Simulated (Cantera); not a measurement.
A freely propagating, adiabatic, planar premixed flame of CH₄ : O₂ : N₂ = 1 : 2.2 : 7.47 (molar parts), unburnt at 525 K and 5.00 bar; mixture-averaged transport, grid criteria slope 0.08 and curve 0.16, no radiation.

Cantera simulation using GRI-Mech 3.0 (53 species, 325 reactions); the numbers are that mechanism's predictions, not measurements. Burning velocities carry a grid error of a few per cent, more on coarse grids.

Question: How do the results move with these cheaper or finer settings: unity-Lewis-number transport; multicomponent transport; multicomponent+Soret transport; grid criteria slope 0.5, curve 1; grid criteria slope 0.25, curve 0.5; grid criteria slope 0.03, curve 0.06?

Answer: 
```
setting                               laminar burning velocity  thermal thickness  peak x(H₂)  peak x(CO)  grid points
------------------------------------  ------------------------  -----------------  ----------  ----------  -----------
as above                                             63.2 cm/s          0.0984 mm      0.0126      0.0406          142
unity-Lewis-number transport                         54.6 cm/s           0.101 mm      0.0139      0.0376          132
multicomponent transport                             63.8 cm/s          0.0997 mm      0.0128      0.0409          142
multicomponent+Soret transport                       62.7 cm/s           0.100 mm      0.0120      0.0405          142
grid criteria slope 0.5, curve 1                     70.0 cm/s           0.107 mm      0.0129      0.0411           35
grid criteria slope 0.25, curve 0.5                  65.4 cm/s           0.101 mm      0.0127      0.0407           60
grid criteria slope 0.03, curve 0.06                 62.3 cm/s          0.0975 mm      0.0126      0.0407          369
```
The base run took very roughly 30 core-seconds.
Unity Lewis numbers drop preferential diffusion, which matters most where H2 and H carry the flame; Soret adds thermal diffusion.
